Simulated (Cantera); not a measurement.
**Fe(CO)5 + O2 + H2 (iron carbonyl, mercury and lead vapours)**

Charge: 1 mol Fe(CO)5, 0.21 mol O2, 1.8 mol H2, held at 0.190 bar.

These are equilibrium values from Cantera (NASA tables, ideal gas, pure condensed phases), not measurements of a reactor. Candidate condensed phases: C, C6H6, C7H8, C8H18, Fe, Fe(CO)5, FeO, Fe(OH)2, Fe(OH)3, Fe2O3, Fe3O4, H2O; 114 gas species. The tables' stoichiometric FeO is somewhat more stable than real wüstite, so its field is too wide. FeO: taken at fixed stoichiometry. Condensed phases not in the tables: cementite and carbon dissolved in iron. Rates play no part.

| T (°C) | x CO | x H2 | x CO2 | x H2O | x CH4 | n C(graphite) | n Fe(α) | n FeO(s) | n Fe(γ) |
|---|---|---|---|---|---|---|---|---|---|
| 652 | 0.516 | 0.287 | 0.152 | 0.0418 | 0.00355 | 1.40 | 0.201 | 0.799 | 0 |
| 702 | 0.651 | 0.252 | 0.0773 | 0.0187 | 0.00151 | 0.201 | 1.00 | 0 | 0 |
| 752 | 0.687 | 0.250 | 0.0487 | 0.0137 | 0.000553 | 0 | 1.00 | 0 | 0 |
| 802 | 0.689 | 0.249 | 0.0464 | 0.0156 | 0.000140 | 0 | 1.00 | 0 | 0 |
| 852 | 0.691 | 0.247 | 0.0444 | 0.0175 | 4.00e-5 | 0 | 1.00 | 0 | 0 |
| 902 | 0.693 | 0.245 | 0.0425 | 0.0193 | 1.27e-5 | 0 | 1.00 | 0 | 0 |
| 952 | 0.695 | 0.244 | 0.0408 | 0.0210 | 4.46e-6 | 0 | 0 | 0 | 1.00 |
| 1002 | 0.696 | 0.242 | 0.0391 | 0.0226 | 1.70e-6 | 0 | 0 | 0 | 1.00 |
| 1052 | 0.698 | 0.241 | 0.0376 | 0.0242 | 7.01e-7 | 0 | 0 | 0 | 1.00 |
| 1102 | 0.699 | 0.239 | 0.0362 | 0.0256 | 3.09e-7 | 0 | 0 | 0 | 1.000 |
x: gas mole fraction; n: condensed amount in mol.

At 652 °C the condensed part is C(graphite) + Fe(α) + FeO(s). At 702 °C the condensed part is C(graphite) + Fe(α). From 752 °C to 902 °C the condensed part is Fe(α). From 952 °C to 1102 °C the condensed part is Fe(γ).
